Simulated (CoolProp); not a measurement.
Properties of ammonia at several states (Tc = 405.6 K, pc = 11360 kPa, ω = 0.256).

Model: reference Helmholtz-energy equation of state, Gao 2020, in CoolProp.

| T (K) | p (kPa) | phase | cv (kJ/(kg K)) | conductivity (mW/(m K)) |
|---|---|---|---|---|
| 575.6 | 53.5 | gas | ? | ? |
| 654.9 | 1390 | gas | ? | ? |
| 239.4 | 54.7 | gas | ? | ? |
| 460 | 12.1 | gas | 1.897 | ? |

**Question.** Fill in the missing entries.

**Answer.** 
- 575.6, cv (kJ/(kg K)): 2.113
- 575.6, conductivity (mW/(m K)): 65.1
- 654.9, cv (kJ/(kg K)): 2.268
- 654.9, conductivity (mW/(m K)): 75.7
- 239.4, cv (kJ/(kg K)): 1.612
- 239.4, conductivity (mW/(m K)): 20.9
- 460, conductivity (mW/(m K)): 46.5

Thermal conductivity comes from a separate model (Tufeu 1984).
